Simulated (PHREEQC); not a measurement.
**Ultrapure water in contact with air or piping (model solution)**

A made-up water analysis in mg/kgw, 10 °C, pH 5.92, pe 12.5: Na 0.144; K 0.0011; Ca 0.143; Mg 0.0364; Cl 0.0882; S(6) as SO4 0.29; Alkalinity as HCO3 0.488; Cd 0.000202.

Valence states are taken as typed.

Computed with PHREEQC (ion-association model, phreeqc.dat).

No solid was allowed to form.

### Question
Predict the charge-balance error.

### Answer
charge-balance error -0.3 %.

### Question
In which forms is C present?

### Answer
CO2 78 %, HCO3- 22 % of the C.

At this temperature some constants are extrapolated from 25 °C, and those without enthalpy data are left unchanged.
